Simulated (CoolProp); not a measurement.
The numbers come from the reference Helmholtz-energy equation of state, Thol 2019 in CoolProp.

Question: Give the vapour pressure (MPa), liquid density (kg/m³), vapour density (kg/m³), surface tension (mN/m) of saturated n-pentane at 130.65 °C.

Answer: 
| T (°C) | p (MPa) | liquid density (kg/m³) | vapour density (kg/m³) | surface tension (mN/m) |
|---|---|---|---|---|
| 130.65 | 1.12 | 493 | 31.5 | 4.66 |

Surface tension comes from a separate correlation (Mulero 2012).
